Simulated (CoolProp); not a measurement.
A closed Brayton cycle with carbon dioxide: compressor inlet 317.15 K and 9.9 MPa, high pressure 29.1 MPa, turbine inlet 815 K, compressor efficiency 0.8, turbine efficiency 0.85, recuperator effectiveness 0 (on enthalpy, no pinch check). Each further row changes one setting.

Values from CoolProp's reference Helmholtz-energy equation of state, Span 1996.

```csv
case,thermal efficiency (%),net work (kJ/kg),compressor to turbine work,compressor exit (K),turbine exit (K)
as stated,14.5,92.2,0.30,367.8,693.1
turbine inlet 765 K,…,82.8,…,367.8,…
compressor inlet 327.15 K,13.9,77.4,0.41,406.5,693.1
high pressure 24.7 MPa,12.6,…,…,359.3,711.1
recuperator effectiveness 0.5,20.9,92.2,0.30,367.8,693.1
```

Problem. Some entries are withheld; supply them.

Solution. 
- turbine inlet 765 K, thermal efficiency (%): 14.4
- turbine inlet 765 K, compressor to turbine work: 0.32
- turbine inlet 765 K, turbine exit (K): 647.2
- high pressure 24.7 MPa, net work (kJ/kg): 81.8
- high pressure 24.7 MPa, compressor to turbine work: 0.27
